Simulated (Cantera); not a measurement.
A closed system holds: 1 mol BN, 14 mol H2O, 9.8 mol N2, equilibrated at 0.133 bar.

These are equilibrium values from Cantera (NASA tables, ideal gas, pure condensed phases), not measurements of a reactor. Candidate condensed phases: B, BN, B2O3, B3O3H3, H2O; 39 gas species. The numbers say what is thermodynamically allowed, not how fast it happens. All values below are at 1973 K.

Base state: H2O 0.483, N2 0.415, H2 0.0604, HBO2 0.0395, H 0.000909, OH 0.000689, B2O3 0.000324, BO2 6.82e-5 (mole fractions); condensed: gas only.

Q: What changes in the equilibrium state with this change: H2O from 14 to 0.4 mol?

A: 
```csv
species,before,after
N2,0.415,0.945
H2,0.0604,0.0333
HBO,2.50e-5,0.00715
H2O,0.483,3.17e-5
HBO2,0.0395,0.00135
B2O2,2.93e-8,0.00436
O2,2.64e-5,<1e-9
OH,0.000689,6.10e-8
NO,5.78e-5,1.04e-8
"BN(s), mol",0,0.675
```
